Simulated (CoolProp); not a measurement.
The numbers come from the reference Helmholtz-energy equation of state, Thol 2014 in CoolProp.

Problem. For chloromethane (R40), give the phase and the density (kg/m³), cv (kJ/(kg K)), isothermal compressibility (1/MPa) at 467.9 K and 4.33 MPa; 467.9 K and 17.3 MPa; 467.9 K and 26 MPa.

Solution. 
- 467.9 K and 4.33 MPa: gas; density 67.8, cv 0.952, isothermal compressibility 0.283
- 467.9 K and 17.3 MPa: supercritical; density 518, cv 1.02, isothermal compressibility 0.0377
- 467.9 K and 26 MPa: supercritical; density 622, cv 0.984, isothermal compressibility 0.0127
